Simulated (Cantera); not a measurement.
# Equilibrium for titanium nitride, carbide and oxide coatings: TiCl4 + H2O + H2

Feed: 1 mol TiCl4, 18 mol H2O, a varied amount of H2, equilibrated at 1202 °C and 10.0 Torr.

Method: chemical equilibrium by Gibbs-energy minimisation in Cantera with the NASA 1993 tables (ideal gas, pure condensed phases). Candidate condensed phases: H2O, Ti, TiCl2, TiCl3, TiCl4, TiO, TiO2, Ti2O3, Ti3O5, Ti4O7; 23 gas species. Equilibrium is a limit: real reactors are often held back by kinetics, nucleation or transport.

| n(H2) (mol) | log p H2 | log p H2O | log p HCl | log p H | log p Cl | log p OH | n TiO2(rutile) |
|---|---|---|---|---|---|---|---|
| 28 | -2.11 | -2.35 | -2.95 | -5.94 | -6.88 | -7.77 | 1.00 |
| 39 | -2.05 | -2.44 | -3.04 | -5.91 | -6.99 | -7.88 | 1.00 |
| 56 | -2.01 | -2.55 | -3.15 | -5.89 | -7.13 | -8.02 | 1.00 |
| 79 | -1.97 | -2.67 | -3.27 | -5.87 | -7.26 | -8.15 | 1.00 |
| 110 | -1.95 | -2.78 | -3.39 | -5.86 | -7.39 | -8.28 | 1.00 |
| 160 | -1.93 | -2.93 | -3.53 | -5.85 | -7.54 | -8.43 | 1.00 |
| 220 | -1.91 | -3.05 | -3.65 | -5.84 | -7.68 | -8.56 | 1.00 |
| 320 | -1.90 | -3.20 | -3.80 | -5.84 | -7.83 | -8.72 | 1.00 |
log p: log10 of the partial pressure in bar; n: condensed amount in mol.

From 28 mol H2 to 320 mol H2 the condensed part is TiO2(rutile).
